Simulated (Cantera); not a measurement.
A closed system holds: 1 mol borazine, 4.8 mol NH3, equilibrated at 42.0 mbar.

Cantera equilibrium calculation (NASA polynomials, part measured and part estimated; ideal gas, pure solids and liquids). Candidate condensed phases: B, BN; 15 gas species. The feed counts by its element totals alone. Rates play no part. All values below are at 1673 K.

Base state: H2 0.809, N2 0.190, H 0.000500 (mole fractions); condensed: BN(s).

Q: What changes in the equilibrium state with this change: NH3 from 4.8 to 0.3 mol?

A: 
```json
[
 {"species": "H2", "before": "0.809", "after": "0.958"},
 {"species": "N2", "before": "0.190", "after": "0.0417"},
 {"species": "H", "before": "0.000500", "after": "0.000544"},
 {"species": "BN(s), mol", "before": "3.00", "after": "3.00"}
]
```

Q: What changes in the equilibrium state with this change: pressure from 42.0 mbar to 25.0 Pa?

A: 
| species | before | after |
|---|---|---|
| H2 | 0.809 | 0.804 |
| N2 | 0.190 | 0.190 |
| H | 0.000500 | 0.00646 |
| BN(s), mol | 3.00 | 3.00 |
